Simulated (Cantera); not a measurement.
# Hydrocarbon pyrolysis for carbon deposition

An isothermal, constant-pressure homogeneous reactor starts with C2H6 : N2 = 1 : 4 (molar parts), at 1850 K and 0.00670 bar.

Detailed kinetics in Cantera: GRI-Mech 3.0 (53 species, 325 reactions). GRI-Mech 3.0 stops at C3 and has no aromatics, soot or wall deposition, so with more carbon than oxygen in the feed, carbon stays in small species such as C2H2 where larger ones or solid carbon would form. Radical loss at walls, strong at low pressure, is not modelled.

| t (s) | x C2H6 | x H | x HCN | x H2 | x C2H |
|---|---|---|---|---|---|
| 1.00e-5 | 0.195 | 1.33e-5 | <1e-12 | 1.01e-5 | <1e-12 |
| 6.13e-5 | 0.165 | 0.000659 | 1.41e-8 | 0.00249 | 2.63e-10 |
| 0.000376 | 0.0253 | 0.00458 | 3.90e-6 | 0.0751 | 7.51e-6 |
| 0.00231 | 7.38e-5 | 0.00242 | 1.32e-5 | 0.202 | 1.35e-5 |
| 0.0141 | 9.87e-6 | 0.00106 | 1.51e-5 | 0.237 | 6.13e-6 |
| 0.0867 | 2.24e-6 | 0.000958 | 1.74e-5 | 0.259 | 5.35e-6 |
| 0.532 | 1.14e-7 | 0.00169 | 2.83e-5 | 0.280 | 9.14e-6 |
| 3.26 | 2.47e-10 | 0.00345 | 7.39e-5 | 0.283 | 1.87e-5 |
| 20.0 | 5.79e-12 | 0.00353 | 0.000108 | 0.283 | 1.91e-5 |
x: mole fraction; the columns are a selection and need not sum to one.

Equilibrium at this temperature and pressure: C2H6 4.75e-12, H 0.00353, HCN 0.127, H2 0.283, C2H 1.06e-5 (gas phase only).
